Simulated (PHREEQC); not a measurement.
1 kg of water holding 0.037 mol NaCl and 0.023 mol Na2SO4 is evaporated at 30 °C; the solids stay in contact with the brine. CO2 from the air is kept out. Only these solids could form: Halite, Mirabilite, Thenardite.

The series has 28 steps of water left (kg), from 1 to 0.005012.

The numbers come from PHREEQC with the Pitzer model, pitzer.dat.

Problem. Which solids form, in which order, and at which step of the series does each first stand?

Solution. Thenardite from water left = 0.01099 kg; Halite from water left = 0.006093 kg.
